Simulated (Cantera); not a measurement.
Cantera run:

```python
import numpy as np
import cantera as ct

gas_names = """
    B BH BH2 BH3 BN BO BO2 B2 B2O B2O2 B2O3 B3O3H3 H HBO HBO2 HNO HNO2 HNO3 HO2 H2 H2O H2O2 H3B3O6 N NH
    NH2 NH3 NH2OH NO NO2 NO3 N2 N2H2 N2H4 N2O O OH O2 O3
""".split()
cond_names = """
    B(b) B(L) BN(s) B2O3(L) B3O3H3(cr) H2O(s) H2O(L)
""".split()


# ... load() reads the species with a 1 bar reference pressure and builds the phases ...
atoms = {
    'B2H6': {'B': 2, 'H': 6},
    'N2': {'N': 2},
    'H2O': {'H': 2, 'O': 1},
}
top_T = {'BN(s)': 3200}  # K; cautious upper limits of use, not melting points


# ... equilibrate(T, P, feed) seeds the gas with the atoms and calls Mixture.equilibrate('TP', solver="vcs", rtol=1e-11, max_steps=5000) ...
results = []
feed = {'B2H6': 1, 'N2': 37, 'H2O': 0.97}  # mol
P = 100000  # Pa
for T in [798, 948, 1098, 1248, 1398, 1548, 1698, 1848, 1998, 2148, 2298]:
    mix = equilibrate(T, P, feed)
    results.append((T, P, feed, dict(zip(mix.species_names, mix.species_moles))))
    x = sorted(zip(gas.X, gas.species_names), reverse=True)
    print(f"T = {T:g} K  P = {P:g} Pa  gas = {mix.phase_moles(0):.4g} mol")
    print("   x: " + "  ".join(f"{s} {v:.3e}" for v, s in x if v > 1e-06))
    print("   condensed (mol): " + ("  ".join(f"{mix.phase(i).name} {mix.phase_moles(i):.4g}"
          for i in range(1, mix.n_phases) if mix.phase_moles(i) > 1e-12) or "none"))
```

It prints:

```
T = 798 K  P = 100000 Pa  gas = 40.28 mol
   x: N2 9.015e-01  H2 9.748e-02  H2O 9.534e-04  NH3 8.816e-05  H3B3O6 2.776e-06
   condensed (mol): BN(s) 1.379  B2O3(L) 0.3103
T = 948 K  P = 100000 Pa  gas = 40.28 mol
   x: N2 9.015e-01  H2 9.759e-02  H2O 9.304e-04  NH3 2.422e-05  H3B3O6 1.040e-06
   condensed (mol): BN(s) 1.378  B2O3(L) 0.3108
T = 1098 K  P = 100000 Pa  gas = 40.28 mol
   x: N2 9.014e-01  H2 9.766e-02  H2O 8.798e-04  NH3 9.310e-06  HBO2 4.997e-06
   condensed (mol): BN(s) 1.377  B2O3(L) 0.3113
T = 1248 K  P = 100000 Pa  gas = 40.28 mol
   x: N2 9.014e-01  H2 9.770e-02  H2O 8.231e-04  HBO2 4.598e-05  NH3 4.466e-06
   condensed (mol): BN(s) 1.376  B2O3(L) 0.311
T = 1398 K  P = 100000 Pa  gas = 40.29 mol
   x: N2 9.013e-01  H2 9.764e-02  H2O 7.682e-04  HBO2 2.538e-04  HBO 8.923e-06  NH3 2.495e-06  B2O3 2.292e-06  H 1.479e-06
   condensed (mol): BN(s) 1.377  B2O3(L) 0.306
T = 1548 K  P = 100000 Pa  gas = 40.3 mol
   x: N2 9.009e-01  H2 9.725e-02  HBO2 9.789e-04  H2O 7.162e-04  HBO 9.682e-05  B2O3 5.608e-05  H 9.602e-06  NH3 1.549e-06
   condensed (mol): BN(s) 1.384  B2O3(L) 0.2838
T = 1698 K  P = 100000 Pa  gas = 40.37 mol
   x: N2 8.991e-01  H2 9.585e-02  HBO2 2.901e-03  B2O3 7.580e-04  HBO 6.764e-04  H2O 6.633e-04  H 4.477e-05  B2O2 2.219e-05  BO 6.335e-06  NH3 1.029e-06
   condensed (mol): BN(s) 1.4  B2O3(L) 0.1959
T = 1848 K  P = 100000 Pa  gas = 40.59 mol
   x: N2 8.945e-01  H2 9.351e-02  HBO2 4.676e-03  B2O3 3.546e-03  HBO 2.760e-03  H2O 4.970e-04  B2O2 2.840e-04  H 1.621e-04  BO 8.094e-05
   condensed (mol): BN(s) 1.384
T = 1998 K  P = 100000 Pa  gas = 40.7 mol
   x: N2 8.932e-01  H2 9.277e-02  HBO 5.757e-03  B2O3 3.278e-03  HBO2 2.799e-03  B2O2 9.758e-04  H 4.886e-04  BO 4.408e-04  H2O 2.488e-04  BO2 1.771e-06
   condensed (mol): BN(s) 1.287
T = 2148 K  P = 100000 Pa  gas = 40.86 mol
   x: N2 8.912e-01  H2 9.111e-02  HBO 9.267e-03  B2O2 2.089e-03  B2O3 1.962e-03  BO 1.624e-03  HBO2 1.330e-03  H 1.258e-03  H2O 1.172e-04  BH2 3.017e-06  BO2 2.848e-06  B2O 1.086e-06
   condensed (mol): BN(s) 1.169
T = 2298 K  P = 100000 Pa  gas = 41.03 mol
   x: N2 8.885e-01  H2 8.937e-02  HBO 1.131e-02  BO 4.068e-03  H 2.863e-03  B2O2 2.646e-03  B2O3 6.660e-04  HBO2 4.556e-04  H2O 4.919e-05  BH2 1.466e-05  B2O 9.107e-06  BO2 2.822e-06
   condensed (mol): BN(s) 1.077
```

These are equilibrium values from Cantera (NASA tables, ideal gas, pure condensed phases), not measurements of a reactor. The feed counts by its element totals alone. N2 is the only nitrogen source here; it is nearly inert below about 1500 K, so the nitride shown seldom forms there in practice. Mutual solubility and eutectic melting of coexisting phases are not modelled. The tables' values for BH2 are old estimates; treat these amounts as uncertain. Gases not in the tables: H3BO3.
